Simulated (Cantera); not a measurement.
Feed: 1 mol SiCl4, 0.078 mol Cl2, 37 mol N2, at 1550 K and 0.130 bar.

Cantera equilibrium calculation (NASA polynomials, part measured and part estimated; ideal gas, pure solids and liquids). Candidate condensed phases: Si, Si3N4; 13 gas species. The tables' values for SiCl3 are old estimates; treat these amounts as uncertain. Rates play no part.

Base state: N2 0.970, SiCl4 0.0259, Cl 0.00379, Cl2 0.000285, SiCl3 0.000260 (mole fractions); condensed: gas only.

Question: What changes in the equilibrium state with this change: pressure from 0.130 bar to 1 atm?

Answer: 
```tsv
species	before	after
N2	0.970	0.971
SiCl4	0.0259	0.0262
Cl	0.00379	0.00239
Cl2	0.000285	0.000880
SiCl3	0.000260	5.36e-5
```

Question: What changes in the equilibrium state with this change: SiCl4 replaced by Si2H6?

Answer: 
| species | before | after |
|---|---|---|
| N2 | 0.970 | 0.921 |
| H2 | 0 | 0.0754 |
| HCl | 0 | 0.00401 |
| SiCl4 | 0.0259 | 1.86e-9 |
| SiCl3 | 0.000260 | 6.95e-8 |
| Cl2 | 0.000285 | <1e-9 |
| H | 0 | 2.40e-5 |
| Cl | 0.00379 | 1.02e-6 |
| Si3N4(s), mol | 0 | 0.667 |
The feed counts by its element totals alone. Further candidate phases: NH4Cl.

Question: What changes in the equilibrium state with this change: temperature from 1550 K to 923 K?

Answer: 
```
species    before    after
-------  --------  -------
N2          0.970    0.972
SiCl4      0.0259   0.0263
Cl2      0.000285  0.00204
Cl        0.00379  1.40e-5
SiCl3    0.000260    <1e-9
```
